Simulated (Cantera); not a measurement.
Mixture: 11.2 % CH4, 18.7 % O2, 70.1 % N2, equivalence ratio 1.2, at 0.987 atm, adiabatic and at constant pressure. Ignition delay is the time to a rise of 400 K.

Model: GRI-Mech 3.0 (53 species, 325 reactions), integrated in Cantera.

Q: Predict: delay at 1075 K; delay at 1150 K; delay at 1225 K; delay at 1300 K; delay at 1375 K; delay at 1450 K; apparent activation energy between 1300 and 1450 K.

A: 
```json
{
 "delay at 1075 K": "0.343 s",
 "delay at 1150 K": "0.106 s",
 "delay at 1225 K": "35.5 ms",
 "delay at 1300 K": "12.9 ms",
 "delay at 1375 K": "5.07 ms",
 "delay at 1450 K": "2.14 ms",
 "apparent activation energy between 1300 and 1450 K": "190 kJ/mol"
}
```
